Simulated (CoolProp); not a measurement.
A single-stage vapour-compression cycle with the fluid: evaporating at 258.15 K (dew point), condensing at 298.15 K (bubble point), superheat 0 K, subcooling 5 K, compressor efficiency 0.85, no pressure losses. The same conditions are run with several fluids, on thermodynamics alone (safety and materials aside).

The numbers come from the reference Helmholtz-energy equation of state of each fluid (dimethyl ether: Wu 2011; propane: Lemmon 2009; cis-2-butene: Lemmon 2005; R123: Younglove 1994; R245ca: Zhou 2016; R227EA: Lemmon 2016) in CoolProp.

| fluid | cooling COP | pressure ratio | discharge temperature (K) | refrigerating effect (kJ/kg) | volumetric capacity (kJ/m³) |
|---|---|---|---|---|---|
| dimethyl ether | 4.89 | 3.88 | 319.0 | 372 | 1280 |
| propane | 4.71 | 3.26 | 309.2 | 306 | 1990 |
| cis-2-butene | 4.96 | 4.58 | 313.6 | 356 | 445 |
| R123 | 4.95 | 5.83 | 307.8 | 152 | 172 |
| R245ca | 4.88 | 6.37 | 303.4 | 179 | 178 |
| R227EA | 4.51 | 4.24 | 298.2 | 91.9 | 823 |

The compression ends wet for: R227EA.
